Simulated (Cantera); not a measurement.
A closed system holds: 1 mol SiF₄, 0.73 mol N₂O, 5.8 mol H₂, at 1.33 mbar.

These are equilibrium values from Cantera (NASA tables, ideal gas, pure condensed phases), not measurements of a reactor. Candidate condensed phases: H₂O, Si, SiO₂, Si₂N₂O, Si₃N₄; 58 gas species. The tables hold silica as quartz up to 1696 K and as liquid above; real silica turns to tridymite and cristobalite and melts near 1996 K. Rates play no part.

Which condensed phases are stable at each of these points (T (K)): 1600, 1650, 1700, 1750, 1800, 1850, 1900, 1950, 2000, 2050?


```
T (K)  condensed phases  Si condensed (%)
-----  ----------------  ----------------
1600     SiO₂(β-quartz)              31.8
1650     SiO₂(β-quartz)              24.9
1700    SiO₂(condensed)              13.1
1750           gas only               0.0
1800           gas only               0.0
1850           gas only               0.0
1900           gas only               0.0
1950           gas only               0.0
2000           gas only               0.0
2050           gas only               0.0
```

From 1600 K to 1650 K the condensed part is SiO₂(β-quartz). At 1700 K the condensed part is SiO₂(condensed). From 1750 K to 2050 K nothing is condensed.
